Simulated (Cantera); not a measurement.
Input (Python, Cantera) and output of one run.

```python
import numpy as np
import cantera as ct

gas_names = """
    CrO3 N2O NO
""".split()
cond_names = """
    Cr(cr) Cr(L)
""".split()


# ... load() reads the species with a 1 bar reference pressure and builds the phases ...
species = {s.name: s for s in load("nasa_gas.yaml", gas_names) + load("nasa_condensed.yaml", cond_names)}
# Each term lists the table entries of one substance; the one whose range holds T is used.
reactions = {
    'CrO3(g) + 3 N2O(g) = 6 NO(g) + Cr':
        [(-1, ['CrO3']), (-3, ['N2O']), (6, ['NO']), (1, ['Cr(cr)', 'Cr(L)'])],
}


def pick(names, T):
    return next(species[n] for n in names if species[n].thermo.min_temp <= T <= species[n].thermo.max_temp)


results = []
for label, terms in reactions.items():
    print(label)
    print("     T/K   dH/kJ  dS/(J/K)   dG/kJ   log10 K")
    for T in [300, 2000, 2075, 2150, 2225, 2300, 2375, 2450, 2525, 2600]:
        used = [(nu, pick(names, T)) for nu, names in terms]
        dH = sum(nu * s.thermo.h(T) for nu, s in used) / 1e6
        dS = sum(nu * s.thermo.s(T) for nu, s in used) / 1e3
        dG = dH - T * dS / 1e3
        logK = -dG * 1e6 / (ct.gas_constant * T * np.log(10))
        results.append((label, T, dH, dS, dG, logK, [s.name for _, s in used]))
        print(f"{T:8g} {dH:8.1f} {dS:8.1f} {dG:8.1f} {logK:8.2f}")
```

It prints:

```
CrO3(g) + 3 N2O(g) = 6 NO(g) + Cr
     T/K   dH/kJ  dS/(J/K)   dG/kJ   log10 K
     300    595.7    362.1    487.1   -84.81
    2000    593.6    364.3   -135.0     3.53
    2075    594.2    364.6   -162.3     4.09
    2150    615.0    374.4   -189.9     4.61
    2225    614.5    374.1   -217.9     5.12
    2300    614.0    373.9   -246.0     5.59
    2375    613.5    373.7   -274.0     6.03
    2450    613.0    373.5   -302.0     6.44
    2525    612.5    373.3   -330.0     6.83
    2600    611.9    373.1   -358.0     7.19
```

Source: NASA polynomial tables (part measured, part estimated), evaluated in Cantera. Condensed species are held in their standard states even where they would react or evaporate.
